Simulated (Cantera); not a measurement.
An isothermal, constant-pressure homogeneous reactor starts with 100 % N2O, at 1125 K and 1.60 bar.

Cantera simulation using GRI-Mech 3.0 (53 species, 325 reactions); the numbers are that mechanism's predictions, not measurements. GRI-Mech 3.0 was tuned for natural gas; its chemistry of N2O as a main component is partial and can be far from experiment. The mechanism lacks the step 2 NO + O2 → 2 NO2, which can matter for NO2 below about 1400 K. The temperature is held fixed by assumption; the heat of reaction is taken as removed at once.

x: mole fraction; the columns are a selection and need not sum to one.

```tsv
t (s)	x N2O	x NO	x O	x N2	x O2
2.00e-6	1.00	5.42e-9	1.61e-7	2.29e-7	3.26e-8
7.82e-6	1.000	5.91e-8	3.81e-7	1.12e-6	3.56e-7
3.06e-5	1.000	3.87e-7	4.75e-7	5.32e-6	2.33e-6
0.000120	1.000	1.72e-6	4.76e-7	2.21e-5	1.04e-5
0.000468	1.000	6.95e-6	4.76e-7	8.77e-5	4.19e-5
0.00183	0.999	2.74e-5	4.75e-7	0.000344	0.000165
0.00715	0.998	___	4.75e-7	___	___
0.0280	0.992	0.000414	4.74e-7	0.00524	0.00251
0.109	0.969	0.00157	4.66e-7	0.0201	0.00963
0.428	___	___	4.36e-7	___	___
1.67	0.653	0.0161	3.48e-7	0.223	0.107
6.54	0.269	0.0292	1.82e-7	0.472	0.228
25.6	0.0274	0.0318	2.70e-8	0.632	0.308
100	1.72e-5	0.0310	2.08e-9	0.651	0.317
```

### Question
Some entries are withheld; supply them.

### Answer

- 0.00715, x NO: 0.000107
- 0.00715, x N2: 0.00135
- 0.00715, x O2: 0.000645
- 0.428, x N2O: 0.886
- 0.428, x NO: 0.00558
- 0.428, x N2: 0.0729
- 0.428, x O2: 0.0350
